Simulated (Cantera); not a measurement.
A perfectly stirred reactor is fed with H₂ : O₂ : N₂ : NO = 1 : 0.521 : 1.96 : 0.0054 (molar parts), at 2000000 Pa; it is adiabatic with a 373 K inlet, and is followed from long to short residence time, starting on the burning branch (τ in s: 0.31, 0.11, 0.038, 0.013, 0.0047, 0.0017, 0.00059, 0.00021, 7.3e-05).

Model: GRI-Mech 3.0 (53 species, 325 reactions), integrated in Cantera. The hydrogen kinetics of GRI-Mech 3.0 are dated; newer H2 mechanisms differ, most at raised pressure. The pressure lies above the range GRI-Mech 3.0 was tuned for (to about 10 atm). The mechanism lacks 2 NO + O2 → 2 NO2 and HONO, so NO2 and the effect of NO are under-described below about 1400 K.

Predict: blow-out, bracketed by the residence times tried; x(H₂) at τ = 0.310 s; x(O₂) at τ = 0.310 s; x(NO) at τ = 0.310 s; x(O) at τ = 0.310 s; x(H₂O₂) at τ = 0.310 s; x(H₂) at τ = 4.70 ms; x(O₂) at τ = 4.70 ms; x(NO) at τ = 4.70 ms; x(O) at τ = 4.70 ms; x(H₂O₂) at τ = 4.70 ms.


```
Quantity                                                                          Result
------------------------------------------------  --------------------------------------
blow-out, bracketed by the residence times tried  burning at 73.0 µs, the shortest tried
x(H₂) at τ = 0.310 s                                                             0.00436
x(O₂) at τ = 0.310 s                                                             0.00707
x(NO) at τ = 0.310 s                                                             0.00360
x(O) at τ = 0.310 s                                                             0.000229
x(H₂O₂) at τ = 0.310 s                                                           8.01e-7
x(H₂) at τ = 4.70 ms                                                             0.00458
x(O₂) at τ = 4.70 ms                                                             0.00746
x(NO) at τ = 4.70 ms                                                             0.00295
x(O) at τ = 4.70 ms                                                             0.000244
x(H₂O₂) at τ = 4.70 ms                                                           8.42e-7
```
